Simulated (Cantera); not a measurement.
**Tantalum, niobium, vanadium and zirconium in process gases: Zr + N2O + N2**

Charge: 1 mol Zr, 11 mol N2O, 0.81 mol N2, held at 1.10 mbar.

Equilibrium computed with Cantera from the NASA thermochemical tables; the gas is ideal and each condensed phase is pure. Candidate condensed phases: Zr, ZrN, ZrO2; 13 gas species. The numbers say what is thermodynamically allowed, not how fast it happens.

From 2473 K to 2598 K the condensed part is ZrO2(tetragonal). At 2623 K the condensed part is ZrO2(s). The main Zr-bearing gas is ZrO2 throughout. The share of Zr in condensed phases is highest at 2473 K (99.6 %) and lowest at 2623 K (96.6 %).

```csv
T (K),x N2,x O,x O2,x NO,x ZrO2,x N,x ZrO,n ZrO2(tetragonal),n ZrO2(s)
2473,0.658,0.156,0.167,0.0179,0.000214,5.55e-6,5.93e-7,0.996,0
2498,0.653,0.172,0.157,0.0180,0.000311,6.99e-6,1.07e-6,0.994,0
2523,0.647,0.187,0.147,0.0181,0.000448,8.75e-6,1.91e-6,0.992,0
2548,0.641,0.204,0.137,0.0182,0.000641,1.09e-5,3.38e-6,0.988,0
2573,0.635,0.220,0.126,0.0181,0.000910,1.35e-5,5.95e-6,0.983,0
2598,0.629,0.237,0.116,0.0180,0.00128,1.67e-5,1.04e-5,0.976,0
2623,0.622,0.253,0.105,0.0178,0.00180,2.06e-5,1.81e-5,0,0.966
```
x: gas mole fraction; n: condensed amount in mol.
